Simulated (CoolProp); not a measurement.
Saturation properties of dodecamethylpentasiloxane (MD3M) (Tc = 628.0 K, pc = 0.9540 MPa, ω = 0.730).

Values from CoolProp's reference Helmholtz-energy equation of state, Thol 2019.

```csv
T (K),p (MPa),liquid density (kg/m³),vapour density (kg/m³),liquid cp (kJ/(kg K)),surface tension (mN/m)
304.3,1.136e-5,863.9,0.001728,1.722,17.3
318,3.533e-5,…,0.005144,1.755,16.4
331.7,9.738e-5,837.4,0.01360,1.787,15.5
345.4,0.0002417,824.1,0.03242,1.818,14.6
359.1,…,810.7,0.07072,1.848,13.7
372.8,0.001145,797.1,0.1428,1.878,12.9
386.5,0.002234,783.4,0.2693,1.907,12.0
400.2,0.004100,769.5,0.4792,1.936,11.2
413.9,0.007129,755.4,0.8100,1.965,10.3
427.6,0.01182,…,1.309,1.994,9.50
441.3,0.01879,726.3,2.037,2.023,8.69
455,0.02879,711.2,3.063,2.052,7.90
```

What belongs in the gaps?


- 318, liquid density (kg/m³): 850.7
- 359.1, p (MPa): 0.0005475
- 427.6, liquid density (kg/m³): 741.0

It boils at 503.0 K under 1 atm.

Surface tension comes from a separate correlation (Mulero 2014), older than this fluid's equation and unchecked against measurements.
